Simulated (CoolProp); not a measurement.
CHF3 (R23) along the isobar 2410 kPa: Z from the reference equation and from simpler models built on Tc = 299.3 K, pc = 4832 kPa, ω = 0.263; each cubic takes its own stable root.

The numbers come from the reference Helmholtz-energy equation of state, Penoncello 2003 in CoolProp.

```csv
T (K),phase,reference
141.1,liquid,0.08834
178.2,liquid,0.07598
215.3,liquid,0.06948
252.4,liquid,0.06816
289.5,gas,0.7571
326.6,gas,0.8560
363.7,gas,0.9064
400.8,gas,0.9368
437.9,gas,0.9567
475,gas,0.9703
```

Task: How far does each simpler model (van der Waals, Redlich-Kwong, Peng-Robinson) lie from the reference over these 10 states: mean and median of the absolute difference, and the worst?

Result: 
- van der Waals: mean 32.1 %, median 4.2 %, worst +78.7 % at 141.1 K and 2410 kPa
- Redlich-Kwong: mean 9.6 %, median 2.0 %, worst +26.7 % at 252.4 K and 2410 kPa
- Peng-Robinson: mean 2.1 %, median 0.7 %, worst +6.0 % at 252.4 K and 2410 kPa
